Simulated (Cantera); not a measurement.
Cantera with NASA thermochemical tables; ideal gases at 1 bar, condensed phases pure. Values are per mole of reaction as written; species without (g) are pure solids or liquids, kept so even where they would boil at 1 bar. ZrN: taken at fixed stoichiometry.

4 NO(g) + 2 ZrN ⇌ 2 ZrO₂ + 3 N₂(g)

```csv
T (K),ΔH° (kJ),ΔS° (J/K),ΔG° (kJ),log10 K
900,-1825.1,-237.8,-1611.1,93.51
925,-1824.9,-237.5,-1605.2,90.64
950,___,___,___,___
975,-1824.5,-237.1,-1593.3,85.36
1000,-1824.3,-236.9,-1587.4,82.92
1025,-1824.1,-236.7,-1581.5,80.59
1050,-1823.9,-236.5,-1575.6,78.38
1075,-1823.7,-236.3,-1569.7,76.27
1100,___,___,___,___
1125,___,___,___,___
```

### Question
What belongs in the gaps?

### Answer

- 950, ΔH° (kJ): -1824.7
- 950, ΔS° (J/K): -237.3
- 950, ΔG° (kJ): -1599.2
- 950, log10 K: 87.93
- 1100, ΔH° (kJ): -1823.5
- 1100, ΔS° (J/K): -236.1
- 1100, ΔG° (kJ): -1563.8
- 1100, log10 K: 74.25
- 1125, ΔH° (kJ): -1823.2
- 1125, ΔS° (J/K): -235.9
- 1125, ΔG° (kJ): -1557.8
- 1125, log10 K: 72.33
